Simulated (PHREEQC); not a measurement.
# Spent oxide etchant: speciation

Dissolve 28 mmol/kgw HF, 3.4 mmol/kgw (NH4)2SiF6 and 170 mmol/kgw H3BO3 at 25 °C. Closed to the air; pH follows from the charge balance.

Equilibrium calculation in PHREEQC: ion-association model, phreeqc.dat.

No solid was allowed to form.

What pH, ionic strength does the model give?

pH 2.23; ionic strength 0.0137 mol/kgw.

In which forms is Si present?

H4SiO4 88 %, SiF6-2 12 % of the Si.

The solution is supersaturated, for example in SiO2(a), Quartz (slow to form), so a real one may precipitate; this is no full list. Species that the database lacks are ignored. SiF6-2 is the database's only silicon fluoride. Real BF4- forms and hydrolyses slowly; the run takes it at equilibrium.
